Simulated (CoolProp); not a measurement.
Properties of n-perfluorohexane along the isobar 5.73 MPa (Tc = 448.0 K, pc = 1.742 MPa, ω = 0.497).

Computed with CoolProp (reference Helmholtz-energy equation of state, Gao 2022).

```csv
T (K),phase,Z,cp (kJ/(kg K)),cv (kJ/(kg K)),speed of sound (m/s)
281,liquid,0.4748,1.014,0.8280,593.7
297.9,liquid,…,1.038,0.8522,553.1
314.8,liquid,0.4471,1.062,0.8750,512.3
331.7,liquid,0.4367,1.085,0.8968,…
348.6,liquid,0.4285,1.108,0.9175,430.2
365.5,liquid,…,1.130,0.9374,…
382.4,liquid,0.4188,1.152,0.9565,348.6
399.3,liquid,0.4175,1.174,0.9749,308.8
416.2,liquid,0.4190,1.197,0.9929,270.5
433.1,liquid,0.4238,…,1.010,234.4
450,supercritical,0.4328,1.243,…,201.3
```

Complete the blanks.


- 297.9, Z: 0.4597
- 331.7, speed of sound (m/s): 471.3
- 365.5, Z: 0.4225
- 365.5, speed of sound (m/s): 389.2
- 433.1, cp (kJ/(kg K)): 1.219
- 450, cv (kJ/(kg K)): 1.027
